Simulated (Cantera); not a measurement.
Cantera with NASA thermochemical tables; ideal gases at 1 bar, condensed phases pure. Values are per mole of reaction as written; species without (g) are pure solids or liquids, kept so even where they would boil at 1 bar.

2 CH4(g) + NiS ⇌ C2H6(g) + Ni + H2S(g)

```json
[
 {"T (K)": "300", "ΔH° (kJ)": "132.7", "ΔS° (J/K)": "39.1", "ΔG° (kJ)": "121.0", "log10 K": "-21.06", "condensed phases": "NiS(s), Ni(s)"},
 {"T (K)": "1300", "ΔH° (kJ)": "89.8", "ΔS° (J/K)": "-1.5", "ΔG° (kJ)": "91.7", "log10 K": "-3.68", "condensed phases": "NiS(l), Ni(s)"},
 {"T (K)": "1400", "ΔH° (kJ)": "87.4", "ΔS° (J/K)": "-3.2", "ΔG° (kJ)": "91.9", "log10 K": "-3.43", "condensed phases": "NiS(l), Ni(s)"},
 {"T (K)": "1500", "ΔH° (kJ)": "85.0", "ΔS° (J/K)": "-4.9", "ΔG° (kJ)": "92.3", "log10 K": "-3.21", "condensed phases": "NiS(l), Ni(s)"},
 {"T (K)": "1600", "ΔH° (kJ)": "…", "ΔS° (J/K)": "…", "ΔG° (kJ)": "…", "log10 K": "…", "condensed phases": "NiS(l), Ni(s)"},
 {"T (K)": "1700", "ΔH° (kJ)": "…", "ΔS° (J/K)": "…", "ΔG° (kJ)": "…", "log10 K": "…", "condensed phases": "NiS(l), Ni(s)"},
 {"T (K)": "1800", "ΔH° (kJ)": "95.0", "ΔS° (J/K)": "0.7", "ΔG° (kJ)": "93.7", "log10 K": "-2.72", "condensed phases": "NiS(l), Ni(l)"},
 {"T (K)": "1900", "ΔH° (kJ)": "92.6", "ΔS° (J/K)": "-0.6", "ΔG° (kJ)": "93.7", "log10 K": "-2.58", "condensed phases": "NiS(l), Ni(l)"},
 {"T (K)": "2000", "ΔH° (kJ)": "…", "ΔS° (J/K)": "…", "ΔG° (kJ)": "…", "log10 K": "…", "condensed phases": "NiS(l), Ni(l)"},
 {"T (K)": "2100", "ΔH° (kJ)": "…", "ΔS° (J/K)": "…", "ΔG° (kJ)": "…", "log10 K": "…", "condensed phases": "NiS(l), Ni(l)"},
 {"T (K)": "2200", "ΔH° (kJ)": "84.7", "ΔS° (J/K)": "-4.5", "ΔG° (kJ)": "94.5", "log10 K": "-2.24", "condensed phases": "NiS(l), Ni(l)"}
]
```

Question: Some entries are withheld; supply them.

Answer: 
- 1600, ΔH° (kJ): 82.6
- 1600, ΔS° (J/K): -6.4
- 1600, ΔG° (kJ): 92.9
- 1600, log10 K: -3.03
- 1700, ΔH° (kJ): 80.2
- 1700, ΔS° (J/K): -7.9
- 1700, ΔG° (kJ): 93.6
- 1700, log10 K: -2.88
- 2000, ΔH° (kJ): 90.0
- 2000, ΔS° (J/K): -1.9
- 2000, ΔG° (kJ): 93.9
- 2000, log10 K: -2.45
- 2100, ΔH° (kJ): 87.4
- 2100, ΔS° (J/K): -3.2
- 2100, ΔG° (kJ): 94.1
- 2100, log10 K: -2.34
